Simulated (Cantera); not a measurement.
A closed system holds: 1 mol CS₂, 1.6 mol H₂, equilibrated at 773.15 K and 0.100 bar.

Cantera equilibrium calculation (NASA polynomials, part measured and part estimated; ideal gas, pure solids and liquids). Gases not in the tables: S₃ to S₇. Equilibrium is a limit: real reactors are often held back by kinetics, nucleation or transport.

```
species            before     after
----------------  -------  --------
H₂                0.00889     0.567
CS₂                 0.106     0.264
S₂                0.00956    0.0616
H₂S                 0.876    0.0304
CS                  <1e-9    0.0607
SH                5.41e-7    0.0119
H                   <1e-9   0.00269
S                   <1e-9   0.00176
C₂H₂ (acetylene)    <1e-9  0.000305
CH₄               1.67e-5   1.57e-5
C(graphite), mol    0.809     0.139
```
Gas species are given as mole fractions.

Q: Name the change that produced these shifts.
A. H₂ from 1.6 to 4.9 mol
B. temperature from 773.15 K to 1948 K
C. H₂ from 1.6 to 0.42 mol
D. temperature from 773.15 K to 1848.15 K

A: B, temperature from 773.15 K to 1948 K
